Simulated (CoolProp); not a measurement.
Vapour-liquid equilibrium of carbon dioxide (1) + R152A (2) at 275.4 K; x and y are mole fractions of (1).

The numbers come from the multi-fluid Helmholtz-energy mixture model, Span 1996 and Outcalt 1996; pair parameters Bell 2016 in CoolProp.

Problem. Give the bubble pressure and the first vapour's composition at x = 0.2, 0.725, 0.95. Is there an azeotrope?

Solution. x = 0.2: 884.2 kPa, y = 0.703; x = 0.725: 2577 kPa, y = 0.944; x = 0.95: 3465 kPa, y = 0.990. No azeotrope shows between x = 0.05 and 0.95.

The pair parameters rest on a limited set of measurements; away from them the model extrapolates.
